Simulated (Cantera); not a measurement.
Charge: 1 mol Si3N4, 0.015 mol H2O, 19 mol N2, held at 37.0 Pa.

Equilibrium computed with Cantera from the NASA thermochemical tables; the gas is ideal and each condensed phase is pure. Candidate condensed phases: H2O, Si, SiO2, Si2N2O, Si3N4; 35 gas species. The tables' values for SiN are old estimates; treat these amounts as uncertain. Kinetics and transport are ignored.

x: gas mole fraction; n: condensed amount in mol.

```tsv
T (°C)	x N2	x Si	x Si2	x H	x SiO	x H2	n Si3N4(s)	n Si(s)	n Si(l)
1327	0.998	0.000229	4.96e-7	7.73e-5	0.000787	0.000749	0.993	0	0
1377	0.998	0.000724	2.44e-6	0.000121	0.000713	0.000652	0	2.97	0
1427	0.997	0.00183	8.04e-6	0.000190	0.000712	0.000616	0	0	2.94
1477	0.994	0.00406	2.10e-5	0.000287	0.000710	0.000565	0	0	2.89
1527	0.990	0.00858	5.19e-5	0.000415	0.000707	0.000497	0	0	2.79
1577	0.980	0.0174	0.000122	0.000569	0.000700	0.000413	0	0	2.59
1627	0.963	0.0341	0.000274	0.000734	0.000688	0.000316	0	0	2.21
1677	0.932	0.0644	0.000589	0.000881	0.000666	0.000219	0	0	1.47
1727	0.878	0.118	?	?	0.000627	?	0	0	?
1777	0.875	0.121	0.000821	0.00107	0.000625	8.27e-5	0	0	0
1827	0.875	0.122	?	0.00114	0.000625	?	0	0	0
1877	0.874	0.123	0.000361	0.00118	0.000625	2.92e-5	0	0	0
1927	0.874	0.123	0.000244	0.00121	0.000625	1.71e-5	0	0	0
```

### Question
Complete the blanks.

### Answer

- 1827, x Si2: 0.000541
- 1827, x H2: 4.97e-5
- 1727, x Si2: 0.00122
- 1727, x H: 0.000973
- 1727, x H2: 0.000132
- 1727, n Si(l): 0.0464
